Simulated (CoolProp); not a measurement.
Vapour-liquid equilibrium of R152A (1) + R113 (2) at 1.25 °C; x and y are mole fractions of (1).

The numbers come from the multi-fluid Helmholtz-energy mixture model, Outcalt 1996 and Marx 1992; pair parameters Bell 2016 in CoolProp.

**Question.** Give the bubble pressure and the first vapour's composition at x = 0.15, 0.45, 0.95. Is there an azeotrope?

**Answer.** x = 0.15: 0.9630 bar, y = 0.850; x = 0.45: 1.844 bar, y = 0.937; x = 0.95: 2.648 bar, y = 0.990. No azeotrope shows between x = 0.05 and 0.95.

Pair parameters are fitted to limited data, so mixtures are less certain than the pure fluids. With so large a gap from Raoult's law the liquid may split in two, which this calculation doesn't test in full.
